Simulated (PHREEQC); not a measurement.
NH3 is added in steps, without added water, to 1 kg of water holding 0.026 mol/kgw HF, 0.28 mol/kgw (CH3)4NF and 0.067 mol/kgw H2SO4, at 20 °C. Oxygen is held at 0.21 atm. The system is closed to CO2. Precipitation was switched off in this run.

Base run: PHREEQC, ion-association model, wateq4f.dat. Each further column changes one thing. The table gives pH.

```json
[
 {"NH3 added (mol)": "0", "base": "3.08", "all activity coefficients set to 1": "3.29", "Davies equation for every ion": "3.12", "Debye-Hückel limiting law": "2.99", "database phreeqc.dat": "2.90"},
 {"NH3 added (mol)": "0.0425", "base": "3.34", "all activity coefficients set to 1": "3.55", "Davies equation for every ion": "3.39", "Debye-Hückel limiting law": "3.24", "database phreeqc.dat": "3.22"},
 {"NH3 added (mol)": "0.085", "base": "3.66", "all activity coefficients set to 1": "3.87", "Davies equation for every ion": "3.71", "Debye-Hückel limiting law": "3.54", "database phreeqc.dat": "3.58"},
 {"NH3 added (mol)": "0.1062", "base": "3.86", "all activity coefficients set to 1": "4.08", "Davies equation for every ion": "3.92", "Debye-Hückel limiting law": "3.74", "database phreeqc.dat": "3.80"},
 {"NH3 added (mol)": "0.1487", "base": "4.66", "all activity coefficients set to 1": "4.87", "Davies equation for every ion": "4.71", "Debye-Hückel limiting law": "4.52", "database phreeqc.dat": "4.62"},
 {"NH3 added (mol)": "0.1913", "base": "8.88", "all activity coefficients set to 1": "8.96", "Davies equation for every ion": "8.89", "Debye-Hückel limiting law": "8.84", "database phreeqc.dat": "9.01"},
 {"NH3 added (mol)": "0.2338", "base": "9.25", "all activity coefficients set to 1": "9.33", "Davies equation for every ion": "9.27", "Debye-Hückel limiting law": "9.21", "database phreeqc.dat": "9.38"},
 {"NH3 added (mol)": "0.255", "base": "9.36", "all activity coefficients set to 1": "9.44", "Davies equation for every ion": "9.38", "Debye-Hückel limiting law": "9.32", "database phreeqc.dat": "9.49"},
 {"NH3 added (mol)": "0.2975", "base": "9.53", "all activity coefficients set to 1": "9.60", "Davies equation for every ion": "9.54", "Debye-Hückel limiting law": "9.48", "database phreeqc.dat": "9.65"},
 {"NH3 added (mol)": "0.34", "base": "9.64", "all activity coefficients set to 1": "9.72", "Davies equation for every ion": "9.66", "Debye-Hückel limiting law": "9.60", "database phreeqc.dat": "9.77"}
]
```

(CH3)4N+ isn't in the database: it is added as a free cation with an ion size of 4 Å. wateq4f.dat counts part of the HF as a dimer, H2F2, which phreeqc.dat doesn't know; its constant is uncertain. phreeqc.dat and wateq4f.dat share most of their constants, so their agreement is no independent check.
